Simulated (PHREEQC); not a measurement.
Model water analysis in mg/L, 93 °C, pH 6.26, pe -0.4:

```csv
constituent,mg/L
Na,88.5
K,60.4
Ca,67.2
Mg,2.69
Cl,82.7
S(6) as SO4,9.57
Alkalinity as HCO3,403
Li,0.0101
```

Valence states are taken as typed.

The numbers come from PHREEQC with the ion-association model, phreeqc.dat.

This is a speciation only: nothing precipitates in the calculation.

**Question.** Order these Mg species by the share of Mg that they hold, largest first: MgSO4, Mg+2, MgCO3, MgHCO3+.

**Answer.** Mg+2 (89 %), MgHCO3+ (8.2 %), MgSO4 (2.7 %), MgCO3 (0.11 %)

**Question.** Order these C species by the share of C that they hold, largest first: CaHCO3+, HCO3-, CO2.

**Answer.** CO2 (54 %), HCO3- (45 %), CaHCO3+ (0.90 %)

The pH is 6.26 and the ionic strength 0.0106 mol/kgw. Complexes and solids missing from the database can't appear. At this temperature some constants are extrapolated from 25 °C, and those without enthalpy data are left unchanged.
